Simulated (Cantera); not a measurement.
Input: 1 mol BN, 32 mol HCl, at 1648 K and 57.0 Pa.

Cantera equilibrium calculation (NASA polynomials, part measured and part estimated; ideal gas, pure solids and liquids). Candidate condensed phases: B, BN, NH₄Cl; 21 gas species. The tables' values for BCl, BCl₂ are old estimates; treat these amounts as uncertain. Gases not in the tables: BHCl₂. Rates play no part.

Base state: HCl 0.892, H₂ 0.0485, BCl₃ 0.0264, N₂ 0.0155, Cl 0.0119, BCl 0.00234, BCl₂ 0.00217, H 0.000822 (mole fractions); condensed: gas only.

### Question
What changes in the equilibrium state with this change: temperature from 1648 K to 1148.15 K?

### Answer
```tsv
species	before	after
HCl	0.892	0.944
H₂	0.0485	0.0281
BCl₃	0.0264	0.0187
Cl	0.0119	1.49e-5
N₂	0.0155	0.00937
BCl	0.00234	1.26e-8
BCl₂	0.00217	8.68e-7
H	0.000822	5.05e-7
BN(s), mol	0	0.400
```

### Question
What changes in the equilibrium state with this change: temperature from 1648 K to 925 K?

### Answer
| species | before | after |
|---|---|---|
| HCl | 0.892 | 0.981 |
| H₂ | 0.0485 | 0.00968 |
| BCl₃ | 0.0264 | 0.00646 |
| Cl | 0.0119 | 1.05e-7 |
| N₂ | 0.0155 | 0.00323 |
| BCl | 0.00234 | <1e-9 |
| BCl₂ | 0.00217 | <1e-9 |
| H | 0.000822 | 1.07e-9 |
| BN(s), mol | 0 | 0.793 |

### Question
What changes in the equilibrium state with this change: temperature from 1648 K to 1373.15 K?

### Answer
```
species    before     after
-------  --------  --------
HCl         0.892     0.906
H₂         0.0485    0.0470
BCl₃       0.0264    0.0311
Cl         0.0119  0.000484
N₂         0.0155    0.0156
BCl       0.00234   1.58e-5
H        0.000822   3.03e-5
BCl₂      0.00217   9.37e-5
```
The tables' values for BCl₂, BCl are old estimates; treat these amounts as uncertain.
